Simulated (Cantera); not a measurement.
**Adiabatic ignition**

An adiabatic, constant-volume homogeneous reactor starts with 3.04 % CH₄, 0.158 % C₂H₆, 0.334 % C₃H₈, 20.2 % O₂, 76.2 % N₂, at 1198 K and 1.00 atm.

Model: GRI-Mech 3.0 (53 species, 325 reactions), integrated in Cantera.

| t (s) | T (K) | P (bar) | x CH₄ | x C₂H₆ | x C₃H₈ | x NO | x CH₂O | x CO₂ | x H₂ |
|---|---|---|---|---|---|---|---|---|---|
| 8.00e-6 | 1198 | 1.01 | 0.0304 | 0.00158 | 0.00334 | <1e-12 | 7.63e-10 | <1e-12 | 7.36e-9 |
| 2.57e-5 | 1198 | 1.01 | 0.0304 | 0.00158 | 0.00334 | <1e-12 | 9.19e-9 | 1.39e-12 | 3.66e-8 |
| 8.25e-5 | 1198 | 1.01 | 0.0304 | 0.00158 | 0.00334 | <1e-12 | 1.18e-7 | 2.70e-11 | 1.47e-7 |
| 0.000265 | 1198 | 1.01 | 0.0304 | 0.00158 | 0.00334 | <1e-12 | 1.90e-6 | 1.01e-9 | 8.64e-7 |
| 0.000851 | 1198 | 1.01 | 0.0303 | 0.00158 | 0.00330 | <1e-12 | 3.51e-5 | 6.33e-8 | 1.17e-5 |
| 0.00273 | 1201 | 1.02 | 0.0300 | 0.00159 | 0.00311 | <1e-12 | 0.000261 | 8.76e-7 | 9.83e-5 |
| 0.00878 | 2288 | 1.95 | <1e-12 | <1e-12 | <1e-12 | 0.000402 | <1e-12 | 0.0423 | 0.000308 |
| 0.0282 | 2282 | 1.94 | <1e-12 | <1e-12 | <1e-12 | 0.00267 | <1e-12 | 0.0423 | 0.000300 |
| 0.0906 | 2271 | 1.93 | <1e-12 | <1e-12 | <1e-12 | 0.00715 | <1e-12 | 0.0424 | 0.000285 |
| 0.291 | 2263 | 1.93 | <1e-12 | <1e-12 | <1e-12 | 0.0102 | <1e-12 | 0.0424 | 0.000275 |
| 0.934 | 2263 | 1.93 | <1e-12 | <1e-12 | <1e-12 | 0.0104 | <1e-12 | 0.0424 | 0.000275 |
| 3.00 | 2263 | 1.93 | <1e-12 | <1e-12 | <1e-12 | 0.0104 | <1e-12 | 0.0424 | 0.000275 |
x: mole fraction; the columns are a selection and need not sum to one.

| Quantity | Result |
|---|---|
| time of steepest temperature rise | 6.02 ms |
| temperature at 3.00 s | 2263 K |
| equilibrium temperature | 2263 K |
| x(CH₄) at 3.00 s | <1e-12 (gas-phase equilibrium <1e-12) |
| x(C₂H₆) at 3.00 s | <1e-12 (gas-phase equilibrium <1e-12) |
| x(C₃H₈) at 3.00 s | <1e-12 (gas-phase equilibrium <1e-12) |
